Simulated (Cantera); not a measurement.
**Adiabatic ignition**

An adiabatic, constant-pressure homogeneous reactor starts with 37.1 % H2, 13.2 % O2, 49.7 % N2, equivalence ratio 1.4, at 1400 K and 0.640 bar.

Model: the H2/O2 subset of GRI-Mech 3.0, which has no nitrogen chemistry, integrated in Cantera.

```csv
t (s),T (K),x H2,x O2,x H,x H2O,x O,x HO2
9.00e-6,1400,0.371,0.132,7.74e-6,8.29e-6,8.18e-7,7.11e-7
2.94e-5,1547,0.189,0.0589,0.104,0.127,0.0119,2.34e-5
9.57e-5,2287,0.116,0.0101,0.0835,0.224,0.0125,2.83e-6
0.000312,2698,0.121,0.00479,0.0452,0.252,0.00568,2.02e-6
0.00102,2802,0.122,0.00352,0.0363,0.261,0.00409,1.94e-6
0.00332,2802,0.122,0.00352,0.0362,0.261,0.00409,1.94e-6
0.0108,2802,0.122,0.00352,0.0362,0.261,0.00409,1.94e-6
0.0353,2802,0.122,0.00352,0.0362,0.261,0.00409,1.94e-6
0.115,2802,0.122,0.00352,0.0362,0.261,0.00409,1.94e-6
0.376,2802,0.122,0.00352,0.0362,0.261,0.00409,1.94e-6
1.23,2802,0.122,0.00352,0.0362,0.261,0.00409,1.94e-6
4.00,2802,0.122,0.00352,0.0362,0.261,0.00409,1.94e-6
```
x: mole fraction; the columns are a selection and need not sum to one.

The time of steepest temperature rise comes out as 29.6 µs and the temperature at 4.00 s is 2802 K. The equilibrium temperature is 2802 K and the x(H2) at 4.00 s comes out as 0.122 (gas-phase equilibrium 0.122). The x(O2) at 4.00 s comes out as 0.00352 (gas-phase equilibrium 0.00352) and the x(H) at 4.00 s is 0.0362 (gas-phase equilibrium 0.0362).
